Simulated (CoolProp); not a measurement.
A single-stage vapour-compression cycle with R236FA: evaporating at 292.15 K (dew point), condensing at 359.15 K (bubble point), superheat 2 K, subcooling 8 K, compressor efficiency 0.8, no pressure losses. Each further row changes one setting.

Model: reference Helmholtz-energy equation of state, Pan 2012, in CoolProp.

| case | cooling COP | pressure ratio | discharge temperature (K) | refrigerating effect (kJ/kg) | volumetric capacity (kJ/m³) |
|---|---|---|---|---|---|
| as stated | (withheld) | 6.45 | 359.1 | 73.5 | 1100 |
| evaporating temperature 297.15 K | 2.56 | (withheld) | 359.1 | 76.9 | 1360 |
| condensing temperature 354.15 K | 2.58 | (withheld) | 354.2 | (withheld) | 1200 |
| subcooling 13 K | 2.44 | 6.45 | 359.1 | (withheld) | 1200 |
| superheat 12 K | (withheld) | 6.45 | 363.6 | 82.1 | (withheld) |
| compressor efficiency 0.7 | 1.95 | 6.45 | 359.1 | 73.5 | 1100 |

Q: Complete the blanks.

A: 
- as stated, cooling COP: 2.23
- evaporating temperature 297.15 K, pressure ratio: 5.44
- condensing temperature 354.15 K, pressure ratio: 5.76
- condensing temperature 354.15 K, refrigerating effect (kJ/kg): 80.4
- subcooling 13 K, refrigerating effect (kJ/kg): 80.5
- superheat 12 K, cooling COP: 2.34
- superheat 12 K, volumetric capacity (kJ/m³): 1170

The compression ends wet for: as stated; evaporating temperature 297.15 K; condensing temperature 354.15 K; subcooling 13 K; compressor efficiency 0.7.
